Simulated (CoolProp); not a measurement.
Vapour-liquid equilibrium of R134a (1) + R1234ze(E) (2) at 0.00162 MPa; x and y are mole fractions of (1).

The numbers come from the multi-fluid Helmholtz-energy mixture model, Tillner-Roth 1994 and Thol 2016; pair parameters Bell 2022 in CoolProp.

```json
[
 {"x": "0.05", "bubble temperature (°C)": "-85.6", "y at the bubble point": "0.100", "dew temperature at overall composition x (°C)": "-85.3", "liquid density (mol/L)": "12.94"},
 {"x": "0.15", "bubble temperature (°C)": "-86.6", "y at the bubble point": "0.254", "dew temperature at overall composition x (°C)": "-85.9", "liquid density (mol/L)": "13.17"},
 {"x": "0.25", "bubble temperature (°C)": "-87.2", "y at the bubble point": "0.371", "dew temperature at overall composition x (°C)": "-86.5", "liquid density (mol/L)": "13.40"},
 {"x": "0.35", "bubble temperature (°C)": "-87.8", "y at the bubble point": "0.467", "dew temperature at overall composition x (°C)": "-87.1", "liquid density (mol/L)": "13.62"},
 {"x": "0.45", "bubble temperature (°C)": "-88.2", "y at the bubble point": "0.552", "dew temperature at overall composition x (°C)": "-87.7", "liquid density (mol/L)": "13.86"},
 {"x": "0.55", "bubble temperature (°C)": "-88.5", "y at the bubble point": "0.631", "dew temperature at overall composition x (°C)": "-88.2", "liquid density (mol/L)": "14.09"},
 {"x": "0.65", "bubble temperature (°C)": "-88.8", "y at the bubble point": "0.709", "dew temperature at overall composition x (°C)": "-88.6", "liquid density (mol/L)": "14.33"},
 {"x": "0.75", "bubble temperature (°C)": "-89.0", "y at the bubble point": "0.787", "dew temperature at overall composition x (°C)": "-88.9", "liquid density (mol/L)": "14.58"},
 {"x": "0.85", "bubble temperature (°C)": "-89.2", "y at the bubble point": "0.869", "dew temperature at overall composition x (°C)": "-89.1", "liquid density (mol/L)": "14.84"},
 {"x": "0.95", "bubble temperature (°C)": "-89.3", "y at the bubble point": "0.955", "dew temperature at overall composition x (°C)": "-89.3", "liquid density (mol/L)": "15.10"}
]
```

No azeotrope shows between x = 0.05 and 0.95.

Pair parameters are fitted to limited data, so mixtures are less certain than the pure fluids.
